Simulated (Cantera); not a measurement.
Cantera with NASA thermochemical tables; ideal gases at 1 bar, condensed phases pure. Values are per mole of reaction as written; species without (g) are pure solids or liquids, kept so even where they would boil at 1 bar.

Problem. Between 723 and 1323 K, where is each reaction favourable under standard conditions?
- NbO2(g) + 4 N(g) → Nb + 2 N2O(g)

Solution. 
- NbO2(g) + 4 N(g) → Nb + 2 N2O(g): ΔG° is -1227 kJ at 723 K and -972 kJ at 1323 K; it stays negative (K > 1). ΔH° is -1534 kJ and ΔS° -425 J/K at 1323 K.
